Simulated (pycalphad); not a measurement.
An equivalent pycalphad script:

```python
from pycalphad import Database, equilibrium, calculate, variables as v
import numpy as np
db = Database('COST507.tdb')
comps = ['V', 'SI', 'VA']
phases = ['BCC_A2', 'DIAMOND_A4', 'LIQUID', 'SI2V', 'SI3V5', 'SI5V6', 'SIV3']
eq = equilibrium(db, comps, phases, {v.X('SI'): 0.0015, v.T: np.arange(2850, 499, -100), v.P: 101325, v.N: 1}, output=['HM', 'SM'])
```

Computed with pycalphad from the COST 507 light-alloy database (1999), at 1 atm. These are 1990s assessments: newer ones move some temperatures and phases. Amounts are mole fractions of atoms. Kinetics are ignored, which matters at the lower temperatures.

Results at three of the temperatures:

```
T = 2750.00 K, P = 101325 Pa, N = 1 mol of atoms
G = -197508 J/mol, H = 110525 J/mol, S = 112.01 J/(mol K)  (SER reference)
chemical potentials (J/mol): V -197189, Si -409502
phase             fraction       x(V)      x(Si)
LIQUID              1.0000     0.9985     0.0015
```

```
T = 2450.00 K, P = 101325 Pa, N = 1 mol of atoms
G = -164710 J/mol, H = 96305 J/mol, S = 106.54 J/(mol K)  (SER reference)
chemical potentials (J/mol): V -164395, Si -374255
phase             fraction       x(V)      x(Si)
LIQUID              1.0000     0.9985     0.0015
```

```
T = 1950.00 K, P = 101325 Pa, N = 1 mol of atoms
G = -116275 J/mol, H = 52169 J/mol, S = 86.38 J/(mol K)  (SER reference)
chemical potentials (J/mol): V -115984, Si -309777
phase             fraction       x(V)      x(Si)
BCC_A2              1.0000     0.9985     0.0015
```

Changes of the phase set, refined by bisection:

```
T (K)      phases above     phases below
------  ---------------  ---------------
2182.1           LIQUID  BCC_A2 + LIQUID
2181.6  BCC_A2 + LIQUID           BCC_A2
845.8            BCC_A2    BCC_A2 + SIV3
```

Database names, with the compositions (at.%) that they take in these runs: SIV3: V 75 Si 24. BCC_A2 is bcc.
